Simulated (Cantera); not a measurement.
An isothermal, constant-pressure homogeneous reactor starts with H2 : O2 = 0.0096 : 1 (molar parts), equivalence ratio 0.0048, at 1350 K and 120 Pa.

Detailed kinetics in Cantera: the H2/O2 subset of GRI-Mech 3.0, which has no nitrogen chemistry. Radical loss at walls, strong at low pressure, is not modelled.

x: mole fraction; the columns are a selection and need not sum to one.

```csv
t (s),x H2,x O2,x HO2,x O,x H
1.00e-6,0.00951,0.990,9.67e-12,<1e-12,9.65e-12
3.08e-6,0.00951,0.990,2.98e-11,<1e-12,2.96e-11
9.50e-6,0.00951,0.990,9.19e-11,1.68e-12,9.02e-11
2.93e-5,0.00951,0.990,2.83e-10,1.56e-11,2.68e-10
9.03e-5,0.00951,0.990,8.73e-10,1.37e-10,7.38e-10
0.000278,0.00951,0.990,…,…,…
0.000858,0.00951,0.990,…,…,…
0.00265,0.00951,0.990,2.56e-8,3.03e-8,5.22e-9
0.00816,0.00951,0.990,7.86e-8,2.32e-7,2.35e-8
0.0251,0.00948,0.990,2.36e-7,1.65e-5,1.48e-6
0.0775,0.000170,0.982,5.23e-8,0.00806,0.000363
0.239,3.64e-5,0.981,4.31e-8,0.00843,0.000290
0.737,3.60e-5,0.981,4.29e-8,0.00834,0.000285
2.27,3.49e-5,0.982,4.22e-8,0.00806,0.000271
7.00,3.17e-5,0.983,4.03e-8,0.00729,0.000234
```

Question: Some entries are withheld; supply them.

Answer: 
- 0.000278, x HO2: 2.69e-9
- 0.000278, x O: 1.05e-9
- 0.000278, x H: 1.68e-9
- 0.000858, x HO2: 8.29e-9
- 0.000858, x O: 6.14e-9
- 0.000858, x H: 2.82e-9
